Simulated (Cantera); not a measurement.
Source: NASA polynomial tables (part measured, part estimated), evaluated in Cantera. Values are per mole of reaction as written; species without (g) are pure solids or liquids, kept so even where they would boil at 1 bar. TaC: taken at fixed stoichiometry.

Question: Between 300 and 2925 K, where is each reaction favourable under standard conditions?
- 2 TaC + 3 H2(g) + 6 O(g) → Ta2O5 + C2H5OH(g)
- 12 H(g) + 2 TaC + 4 CO(g) → 2 TaO2(g) + 3 C2H4(g)

Answer: 
- 2 TaC + 3 H2(g) + 6 O(g) → Ta2O5 + C2H5OH(g): ΔG° is -3182 kJ at 300 K and -460 kJ at 2925 K; it stays negative (K > 1). ΔH° is -3305 kJ and ΔS° -973 J/K at 2925 K.
- 12 H(g) + 2 TaC + 4 CO(g) → 2 TaO2(g) + 3 C2H4(g): ΔG° is -1820 kJ at 300 K and 1428 kJ at 2925 K; it changes sign between 300 and 2425 K. ΔH° is -2326 kJ and ΔS° -1283 J/K at 2925 K.
